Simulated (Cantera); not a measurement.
Input: 1 mol CH3F, 0.024 mol CH4, equilibrated at 2798 K and 8.60 mbar.

Method: chemical equilibrium by Gibbs-energy minimisation in Cantera with the NASA 1993 tables (ideal gas, pure condensed phases). Candidate condensed phases: C, C6H6, C7H8, C8H18; 95 gas species. Kinetics and transport are ignored.

What is the equilibrium state?


```json
{
 "x(H)": "0.395",
 "x(HF)": "0.385",
 "x(H2)": "0.203",
 "x(C2H2 (acetylene))": "0.00674",
 "x(C3)": "0.00358",
 "x(F)": "0.00313",
 "x(C2H)": "0.00165",
 "x(C)": "0.000750",
 "x(C2)": "0.000350",
 "n(C(graphite))": "0.947 mol",
 "gas_amount": "2.575 mol"
}
```
